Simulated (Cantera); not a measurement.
## Equilibrium for hydrogen reduction and annealing atmospheres: Cu2O + H2 + H2O

Input: 1 mol Cu2O, 10 mol H2, 1.4 mol H2O, equilibrated at 1.70 mbar.

Method: chemical equilibrium by Gibbs-energy minimisation in Cantera with the NASA 1993 tables (ideal gas, pure condensed phases). Candidate condensed phases: Cu, CuO, Cu(OH)2, Cu2O, H2O; 12 gas species. Equilibrium is a limit: real reactors are often held back by kinetics, nucleation or transport.

```tsv
T (K)	log p H2	log p H2O	log p Cu	log p H	log p OH	log p O	log p Cu2	log p O2	n Cu(l)
1700	-2.92	-3.49	-3.80	-5.29	-7.15	-9.62	-6.72	-10.54	0.820
1750	-2.94	-3.52	-3.60	-5.11	-6.91	-9.18	-6.48	-10.10	0
1800	-2.95	-3.52	-3.60	-4.92	-6.67	-8.76	-6.65	-9.68	0
1850	-2.95	-3.52	-3.60	-4.74	-6.45	-8.36	-6.80	-9.29	0
1900	-2.95	-3.52	-3.60	-4.58	-6.23	-7.98	-6.95	-8.91	0
1950	-2.95	-3.52	-3.60	-4.42	-6.03	-7.62	-7.09	-8.55	0
2000	-2.96	-3.53	-3.60	-4.27	-5.84	-7.28	-7.22	-8.21	0
2050	-2.97	-3.53	-3.61	-4.13	-5.65	-6.95	-7.35	-7.89	0
2100	-2.98	-3.54	-3.61	-3.99	-5.48	-6.64	-7.48	-7.57	0
2150	-2.99	-3.54	-3.61	-3.87	-5.31	-6.35	-7.60	-7.27	0
2200	-3.00	-3.55	-3.62	-3.75	-5.16	-6.06	-7.72	-6.99	0
```
log p: log10 of the partial pressure in bar; n: condensed amount in mol.

At 1700 K the condensed part is Cu(l). From 1750 K to 2200 K nothing is condensed. The main Cu-bearing gas is Cu throughout.
